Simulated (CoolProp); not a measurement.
c-C4F8 (RC318) along the isobar 1.44 MPa: Z from the reference equation and from simpler models built on Tc = 388.4 K, pc = 2.778 MPa, ω = 0.355; each cubic takes its own stable root.

The numbers come from the reference Helmholtz-energy equation of state, Platzer 1990 in CoolProp. This equation is an older, rougher fit; its heat capacities, sound speeds and derivatives of the liquid may be far off and weren't checked against measurements.

| T (K) | phase | reference | Redlich-Kwong | Soave-Redlich-Kwong |
|---|---|---|---|---|
| 252 | liquid | 0.08218 | 0.09108 | 0.08686 |
| 275.1 | liquid | 0.07905 | 0.08831 | 0.08366 |
| 298.2 | liquid | 0.07714 | 0.08733 | 0.08220 |
| 321.3 | liquid | 0.07662 | 0.08869 | 0.08292 |
| 344.3 | liquid | 0.07823 | 0.09437 | 0.08738 |
| 367.4 | gas | 0.7341 | 0.7476 | 0.7346 |
| 390.5 | gas | 0.8034 | 0.8004 | 0.8014 |
| 413.6 | gas | 0.8477 | 0.8378 | 0.8466 |
| 436.6 | gas | 0.8791 | 0.8658 | 0.8795 |
| 459.7 | gas | 0.9027 | 0.8876 | 0.9047 |
